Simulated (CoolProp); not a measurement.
Saturated liquid density (kg/m³) of benzene: the reference equation beside estimates from Tc = 562.0 K, pc = 4.906 MPa, ω = 0.211.

Model: reference Helmholtz-energy equation of state, Thol 2012, in CoolProp.

```csv
T (K),reference,van der Waals,Soave-Redlich-Kwong
427.4,723.8,441.9,655.3
437.3,710.5,433.6,640.6
447.3,696.6,424.8,624.9
457.2,682.2,(withheld),608.5
467.2,667.0,406.0,(withheld)
477.2,(withheld),395.8,572.1
487.1,634.3,385.0,(withheld)
497.1,616.0,(withheld),530.5
507,596.4,360.9,507.1
517,574.4,347.1,(withheld)
527,549.2,(withheld),452.1
536.9,(withheld),314.1,418.9
```

### Question
Complete the blanks.

### Answer

- 457.2, van der Waals: 415.7
- 467.2, Soave-Redlich-Kwong: 590.9
- 477.2, reference: 651.1
- 487.1, Soave-Redlich-Kwong: 552.2
- 497.1, van der Waals: 373.4
- 517, Soave-Redlich-Kwong: 481.2
- 527, van der Waals: 331.7
- 536.9, reference: 519.6

Absolute difference from the reference over all 12 rows, mean and median: van der Waals 39.3 and 39.3 %, Soave-Redlich-Kwong 13.3 and 12.5 %.
